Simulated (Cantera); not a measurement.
**Transport properties of process gases**

Gas mixture: 100 % O₂, at 1.48 atm, frozen composition.

Cantera's kinetic-theory transport with the Lennard-Jones parameters of GRI-Mech 3.0, ideal gas; thermal conductivity in the multicomponent form.

```
T (K)  ρ (kg/m³)  cp (J/kg/K)  μ (µPa s)  λ (mW/m/K)     Pr  D (cm²/s) H₂  D (cm²/s) N₂  D (cm²/s) H₂O
-----  ---------  -----------  ---------  ----------  -----  ------------  ------------  -------------
400         1.44        941.4       25.6        33.9  0.712         0.890         0.233          0.270
550         1.05        987.2       32.1        44.6  0.711          1.52         0.403          0.491
700        0.825         1031       37.8        54.9  0.710          2.27         0.606          0.761
850        0.679         1065       43.0        64.6  0.709          3.14         0.839           1.08
1000       0.577         1090       47.9        73.7  0.709          4.11          1.10           1.43
1150       0.502         1109       52.5        82.1  0.709          5.18          1.39           1.82
1300       0.444         1125       56.9        90.3  0.708          6.35          1.70           2.25
1450       0.398         1139       61.0        98.2  0.708          7.60          2.04           2.71
```
D: mixture-averaged diffusion coefficient of that species in the mixture.
